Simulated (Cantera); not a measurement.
What does this Cantera script print?

```python
import numpy as np
import cantera as ct

gas_names = [...]  # 151 gases of nasa_gas.yaml made of C, H, N, O, Si
cond_names = """
    C(gr) C6H6(L) C7H8(L) C8H18(L),n-octa H2O(s) H2O(L) Si(cr) Si(L) SiC(b) SiO2(Lqz) SiO2(hqz) SiO2(L)
    Si2N2O(s) Si3N4(a)
""".split()


# ... load() reads the species with a 1 bar reference pressure and builds the phases ...
atoms = {
    'Si': {'Si': 1},
    'CO2': {'C': 1, 'O': 2},
    'N2': {'N': 2},
    'H2O': {'H': 2, 'O': 1},
}
top_T = {'C(gr)': 4500, 'SiC(b)': 3050, 'Si2N2O(s)': 2100, 'Si3N4(a)': 2400}  # K; cautious upper limits of use, not melting points


# ... equilibrate(T, P, feed) seeds the gas with the atoms and calls Mixture.equilibrate('TP', solver="vcs", rtol=1e-11, max_steps=5000) ...
results = []
feed = {'Si': 1, 'CO2': 0.14, 'N2': 10, 'H2O': 0.015}  # mol
P = 1333.22  # Pa
for T in [825, 925, 1025, 1125, 1225, 1325, 1425, 1525]:
    mix = equilibrate(T, P, feed)
    results.append((T, P, feed, dict(zip(mix.species_names, mix.species_moles))))
    x = sorted(zip(gas.X, gas.species_names), reverse=True)
    print(f"T = {T:g} K  P = {P:g} Pa  gas = {mix.phase_moles(0):.4g} mol")
    print("   x: " + "  ".join(f"{s} {v:.3e}" for v, s in x if v > 1e-06))
    print("   condensed (mol): " + ("  ".join(f"{mix.phase(i).name} {mix.phase_moles(i):.4g}"
          for i in range(1, mix.n_phases) if mix.phase_moles(i) > 1e-12) or "none"))
```

It prints:

```
T = 825 K  P = 1333.22 Pa  gas = 9.447 mol
   x: N2 9.984e-01  H2 1.588e-03
   condensed (mol): C(gr) 0.14  Si2N2O(s) 0.295  Si3N4(a) 0.1367
T = 925 K  P = 1333.22 Pa  gas = 9.447 mol
   x: N2 9.984e-01  H2 1.588e-03
   condensed (mol): C(gr) 0.14  Si2N2O(s) 0.295  Si3N4(a) 0.1367
T = 1025 K  P = 1333.22 Pa  gas = 9.447 mol
   x: N2 9.984e-01  H2 1.588e-03
   condensed (mol): C(gr) 0.14  Si2N2O(s) 0.295  Si3N4(a) 0.1367
T = 1125 K  P = 1333.22 Pa  gas = 9.447 mol
   x: N2 9.984e-01  H2 1.587e-03  HCN 1.222e-06
   condensed (mol): C(gr) 0.14  Si2N2O(s) 0.295  Si3N4(a) 0.1367
T = 1225 K  P = 1333.22 Pa  gas = 9.447 mol
   x: N2 9.984e-01  H2 1.586e-03  CO 4.313e-06  HCN 3.889e-06
   condensed (mol): C(gr) 0.1399  Si2N2O(s) 0.295  Si3N4(a) 0.1367
T = 1325 K  P = 1333.22 Pa  gas = 9.447 mol
   x: N2 9.984e-01  H2 1.582e-03  CO 4.927e-05  HCN 1.037e-05
   condensed (mol): C(gr) 0.1394  Si2N2O(s) 0.2945  Si3N4(a) 0.137
T = 1425 K  P = 1333.22 Pa  gas = 9.54 mol
   x: N2 9.982e-01  H2 1.563e-03  CO 2.575e-04  HCN 1.549e-05  H 2.336e-06
   condensed (mol): SiC(b) 0.1374  Si2N2O(s) 0.2925  Si3N4(a) 0.09251
T = 1525 K  P = 1333.22 Pa  gas = 9.54 mol
   x: N2 9.978e-01  H2 1.562e-03  CO 6.047e-04  SiO 2.118e-05  HCN 1.236e-05  H 8.097e-06
   condensed (mol): SiC(b) 0.1341  Si2N2O(s) 0.289  Si3N4(a) 0.09588
```

Cantera equilibrium calculation (NASA polynomials, part measured and part estimated; ideal gas, pure solids and liquids). N2 is the only nitrogen source here; it is nearly inert below about 1500 K, so the nitride shown seldom forms there in practice. Mutual solubility and eutectic melting of coexisting phases are not modelled.
